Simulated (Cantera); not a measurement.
A closed system holds: 1 mol Si2Cl6, 0.053 mol HCl, 170 mol N2, at 1373.15 K and 1.33 mbar.

Equilibrium computed with Cantera from the NASA thermochemical tables; the gas is ideal and each condensed phase is pure. Candidate condensed phases: NH4Cl, Si, Si3N4; 28 gas species. The feed counts by its element totals alone. The tables' values for SiCl3 are old estimates; treat these amounts as uncertain. The numbers say what is thermodynamically allowed, not how fast it happens.

Base state: N2 0.988, SiCl2 0.00479, SiCl4 0.00464, SiCl3 0.00219, HCl 0.000308, Cl 0.000156 (mole fractions); condensed: gas only.

**Question.** What changes in the equilibrium state with this change: temperature from 1373.15 K to 898 K?

**Answer.** 
| species | before | after |
|---|---|---|
| N2 | 0.988 | 0.991 |
| SiCl4 | 0.00464 | 0.00876 |
| HCl | 0.000308 | 0.000309 |
| SiCl2 | 0.00479 | 9.82e-8 |
| Cl | 0.000156 | 1.87e-9 |
| SiCl3 | 0.00219 | 4.21e-6 |
| Si3N4(s), mol | 0 | 0.167 |
N2 is the only nitrogen source here; it is nearly inert below about 1500 K, so the nitride shown seldom forms there in practice.
